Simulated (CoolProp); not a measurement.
Vapour-liquid equilibrium of R125 (1) + R1234yf (2) at 1.33 MPa; x and y are mole fractions of (1).

Model: multi-fluid Helmholtz-energy mixture model, Lemmon 2005 and Lemmon 2022; pair parameters Bell 2023, in CoolProp.

```tsv
x	bubble temperature, mixture model (°C)	bubble temperature, Raoult's law (°C)	y, mixture model	y, Raoult's law
0.05	49.1	48.9	0.076	0.093
0.125	46.6	46.2	0.184	0.218
0.2	44.2	43.6	(withheld)	0.329
0.275	41.9	41.2	0.375	0.428
0.35	39.6	39.0	0.461	0.515
0.425	37.5	36.8	0.541	0.594
0.5	35.5	34.8	0.615	0.665
0.575	33.5	32.9	0.684	0.729
0.65	31.6	31.1	(withheld)	0.788
0.725	29.8	29.3	0.809	0.841
0.8	28.1	27.7	0.866	0.889
0.875	26.4	26.1	0.919	0.934
0.95	(withheld)	24.6	0.969	0.975
```

### Question
What belongs in the gaps?

### Answer

- 0.2, y, mixture model: 0.283
- 0.65, y, mixture model: 0.749
- 0.95, bubble temperature, mixture model (°C): 24.7

The largest gap from Raoult's law is +0.7 K in bubble temperature, at x = 0.425. No azeotrope shows between x = 0.05 and 0.95.

Pair parameters are fitted to limited data, so mixtures are less certain than the pure fluids.
